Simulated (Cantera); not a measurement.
What does this Cantera script print?

```python
import numpy as np
import cantera as ct

gas_names = [...]  # 127 gases of nasa_gas.yaml made of C, Fe, H, O, S
cond_names = """
    C(gr) C6H6(L) C7H8(L) C8H18(L),n-octa Fe(a) Fe(c) Fe(d) Fe(L) FeC5O5(L) FeO(s) FeO(L) Fe(OH)2(s)
    Fe(OH)3(s) FeS(a) FeS(b) FeS(c) FeS(L) FeSO4(s) FeS2(s) Fe2O3(s) Fe2S3O12(s) Fe3O4(s) H2O(s) H2O(L)
    H2SO4(L) S(cr1) S(cr2) S(L)
""".split()


# ... load() reads the species with a 1 bar reference pressure and builds the phases ...
atoms = {
    'FeS': {'Fe': 1, 'S': 1},
    'H2S': {'H': 2, 'S': 1},
    'CO2': {'C': 1, 'O': 2},
}
top_T = {'C(gr)': 4500, 'FeSO4(s)': 950, 'FeS2(s)': 1010, 'Fe2O3(s)': 1830, 'Fe2S3O12(s)': 1100, 'Fe3O4(s)': 1870}  # K; cautious upper limits of use, not melting points


# ... equilibrate(T, P, feed) seeds the gas with the atoms and calls Mixture.equilibrate('TP', solver="vcs", rtol=1e-11, max_steps=5000) ...
results = []
feed = {'FeS': 1, 'H2S': 2.9, 'CO2': 0.086}  # mol
T = 1075  # K
for P in [1000, 2600, 6700, 17000, 45000, 120000, 300000, 770000, 2000000]:
    mix = equilibrate(T, P, feed)
    results.append((T, P, feed, dict(zip(mix.species_names, mix.species_moles))))
    x = sorted(zip(gas.X, gas.species_names), reverse=True)
    print(f"T = {T:g} K  P = {P:g} Pa  gas = {mix.phase_moles(0):.4g} mol")
    print("   x: " + "  ".join(f"{s} {v:.3e}" for v, s in x if v > 0.001))
    print("   condensed (mol): " + ("  ".join(f"{mix.phase(i).name} {mix.phase_moles(i):.4g}"
          for i in range(1, mix.n_phases) if mix.phase_moles(i) > 1e-12) or "none"))
```

Output:

```
T = 1075 K  P = 1000 Pa  gas = 3.446 mol
   x: H2S 5.726e-01  H2 2.457e-01  S2 1.333e-01  H2O 2.310e-02  CO 2.102e-02  CO2 2.125e-03  COS 1.547e-03
   condensed (mol): FeS(c) 1
T = 1075 K  P = 2600 Pa  gas = 3.344 mol
   x: H2S 6.504e-01  H2 1.933e-01  S2 1.068e-01  H2O 2.347e-02  CO 2.046e-02  CO2 2.670e-03  COS 2.173e-03
   condensed (mol): FeS(c) 1
T = 1075 K  P = 6700 Pa  gas = 3.261 mol
   x: H2S 7.162e-01  H2 1.493e-01  S2 8.432e-02  H2O 2.367e-02  CO 1.947e-02  CO2 3.321e-03  COS 2.950e-03
   condensed (mol): FeS(c) 1
T = 1075 K  P = 17000 Pa  gas = 3.197 mol
   x: H2S 7.694e-01  H2 1.139e-01  S2 6.594e-02  H2O 2.372e-02  CO 1.810e-02  CO2 4.055e-03  COS 3.863e-03
   condensed (mol): FeS(c) 1
T = 1075 K  P = 45000 Pa  gas = 3.145 mol
   x: H2S 8.138e-01  H2 8.463e-02  S2 5.044e-02  H2O 2.364e-02  CO 1.630e-02  COS 4.951e-03  CO2 4.897e-03  CS2 1.194e-03
   condensed (mol): FeS(c) 1
T = 1075 K  P = 120000 Pa  gas = 3.105 mol
   x: H2S 8.485e-01  H2 6.212e-02  S2 3.815e-02  H2O 2.347e-02  CO 1.423e-02  COS 6.137e-03  CO2 5.781e-03  CS2 1.554e-03
   condensed (mol): FeS(c) 1
T = 1075 K  P = 300000 Pa  gas = 3.076 mol
   x: H2S 8.733e-01  H2 4.623e-02  S2 2.919e-02  H2O 2.327e-02  CO 1.218e-02  COS 7.267e-03  CO2 6.596e-03  CS2 1.910e-03
   condensed (mol): FeS(c) 1
T = 1075 K  P = 770000 Pa  gas = 3.053 mol
   x: H2S 8.927e-01  H2 3.396e-02  H2O 2.306e-02  S2 2.203e-02  CO 1.011e-02  COS 8.392e-03  CO2 7.383e-03  CS2 2.276e-03
   condensed (mol): FeS(c) 1
T = 1075 K  P = 2e+06 Pa  gas = 3.036 mol
   x: H2S 9.075e-01  H2 2.477e-02  H2O 2.286e-02  S2 1.647e-02  COS 9.437e-03  CO 8.157e-03  CO2 8.096e-03  CS2 2.624e-03
   condensed (mol): FeS(c) 1
```

Method: chemical equilibrium by Gibbs-energy minimisation in Cantera with the NASA 1993 tables (ideal gas, pure condensed phases). FeS: taken at fixed stoichiometry. Gases not in the tables: S3 to S7.
